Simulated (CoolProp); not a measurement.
Vapour-liquid equilibrium of R125 (1) + R236EA (2) at 288.3 K; x and y are mole fractions of (1).

Model: multi-fluid Helmholtz-energy mixture model, Lemmon 2005 and Rui 2013; pair parameters Bell 2016, in CoolProp.

| x | bubble pressure (kPa) | y at the bubble point | dew pressure at overall composition x (kPa) | liquid density (mol/L) |
|---|---|---|---|---|
| 0.05 | 188.3 | 0.259 | 150.9 | 9.644 |
| 0.2 | 318.8 | 0.611 | 176.0 | 9.818 |
| 0.35 | 448.0 | 0.761 | 210.7 | 9.982 |
| 0.5 | 577.9 | 0.847 | 262.1 | 10.13 |
| 0.65 | 711.0 | 0.906 | 345.3 | 10.26 |
| 0.8 | 850.3 | 0.951 | 499.7 | 10.35 |
| 0.95 | 1000 | 0.988 | 848.1 | 10.38 |

No azeotrope shows between x = 0.05 and 0.95.

The pair parameters rest on a limited set of measurements; away from them the model extrapolates.
